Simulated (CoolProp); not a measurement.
Vapour pressure (kPa) of carbon monoxide: the reference equation beside estimates from Tc = -140.3 °C, pc = 3498 kPa, ω = 0.050. Clausius-Clapeyron is anchored at -179.05 °C with a constant enthalpy of vaporisation of 5.471 kJ/mol.

Values from CoolProp's reference Helmholtz-energy equation of state, Lemmon 2006. It is a short technical equation, of lower accuracy than the large ones.

| T (°C) | reference | Clausius-Clapeyron | van der Waals | Redlich-Kwong |
|---|---|---|---|---|
| -188.05 | 147.7 | 163.3 | 438.7 | 137.8 |
| -185.75 | 186.3 | 200.1 | 506.8 | 177.0 |
| -183.55 | 229.8 | 240.7 | 578.3 | 221.5 |
| -181.35 | 280.6 | 287.1 | 656.0 | 273.8 |
| -179.05 | 342.0 | 342.0 | 744.3 | 337.5 |
| -176.85 | 409.6 | 401.3 | 835.7 | 407.7 |
| -174.65 | 486.4 | 467.5 | 934.1 | 487.8 |
| -172.35 | 577.3 | 544.4 | 1045 | 582.7 |
| -170.15 | 675.2 | 625.9 | 1158 | 685.1 |
| -167.85 | 789.9 | 719.6 | 1284 | 804.7 |
| -165.65 | 912.0 | 817.8 | 1413 | 932.1 |
| -163.45 | 1047 | 924.6 | 1550 | 1073 |
| -161.15 | 1203 | 1046 | 1701 | 1234 |
| -158.95 | 1367 | 1171 | 1854 | 1404 |
| -156.75 | 1547 | 1306 | 2016 | 1588 |

Absolute difference from the reference over all 15 rows, mean and median: Clausius-Clapeyron 7.9 and 7.4 %, van der Waals 92.9 and 81.0 %, Redlich-Kwong 2.4 and 2.4 %.
